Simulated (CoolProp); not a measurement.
A single-stage vapour-compression cycle with the fluid: evaporating at 224.15 K (dew point), condensing at 257.15 K (bubble point), superheat 0 K, subcooling 2 K, compressor efficiency 0.75, no pressure losses. The same conditions are run with several fluids, on thermodynamics alone (safety and materials aside).

The numbers come from the reference Helmholtz-energy equation of state of each fluid (R143a: Lemmon and Jacobsen 2000; R152A: Outcalt 1996; isobutene: Lemmon 2005; R410A: Lemmon 2003; R404A: Lemmon 2003; fluoroethane (R161): Wu 2012) in CoolProp. Blends and air are pseudo-pure fits.

| fluid | cooling COP | pressure ratio | discharge temperature (K) | refrigerating effect (kJ/kg) | volumetric capacity (kJ/m³) |
|---|---|---|---|---|---|
| R143a | 4.50 | [?] | 278.6 | 185 | 817 |
| R152A | [?] | [?] | 296.7 | 301 | [?] |
| isobutene | [?] | 5.15 | 281.4 | [?] | 151 |
| R410A | 4.48 | 4.07 | 295.6 | 227 | 1060 |
| R404A | 4.37 | 4.17 | 277.1 | 162 | 757 |
| fluoroethane (R161) | 4.57 | 4.28 | [?] | 375 | 575 |

Task: Fill in the missing entries.

Result: 
- R143a, pressure ratio: 3.91
- R152A, cooling COP: 4.59
- R152A, pressure ratio: 4.92
- R152A, volumetric capacity (kJ/m³): 316
- isobutene, cooling COP: 4.64
- isobutene, refrigerating effect (kJ/kg): 363
- fluoroethane (R161), discharge temperature (K): 300.0
